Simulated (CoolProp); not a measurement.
Saturation properties of m-xylene (Tc = 616.9 K, pc = 3.535 MPa, ω = 0.326).

Model: reference Helmholtz-energy equation of state, Zhou 2012, in CoolProp.

```
T (K)    p (MPa)  enthalpy of vaporisation (kJ/kg)  surface tension (mN/m)
-----  ---------  --------------------------------  ----------------------
283.9  0.0004662                             409.9                    29.7
289.1  0.0006490                             407.1                    29.1
294.3  0.0008910                             404.3                    28.5
299.6   0.001214                             401.4                    28.0
304.8   0.001625                             398.7                    27.4
310     0.002150                             395.9                    26.8
315.2   0.002814                             393.2                    26.2
320.4   0.003644                             390.4                    25.7
325.7   0.004695                             387.7                    25.1
330.9   0.005964                             384.9                    24.5
336.1   0.007509                             382.2                    24.0
341.3   0.009377                             379.5                    23.4
```

It boils at 412.2 K under 1 atm.

Surface tension comes from a separate correlation (Mulero 2014).
